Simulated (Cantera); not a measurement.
An adiabatic, constant-volume homogeneous reactor starts with CH4 : CO : O2 : N2 = 1 : 0.063 : 1.35 : 5.09 (molar parts), at 1323 K and 2.07 atm.

Computed with Cantera and GRI-Mech 3.0 (53 species, 325 reactions).

Task: Predict: time of steepest temperature rise; temperature at 3.00 s; equilibrium temperature; x(CO) at 3.00 s; x(O2) at 3.00 s; x(H2O) at 3.00 s.

Result: 
- time of steepest temperature rise = 5.87 ms
- temperature at 3.00 s = 2900 K
- equilibrium temperature = 2900 K
- x(CO) at 3.00 s = 0.0977 (gas-phase equilibrium 0.0977)
- x(O2) at 3.00 s = 0.00102 (gas-phase equilibrium 0.00102)
- x(H2O) at 3.00 s = 0.159 (gas-phase equilibrium 0.159)
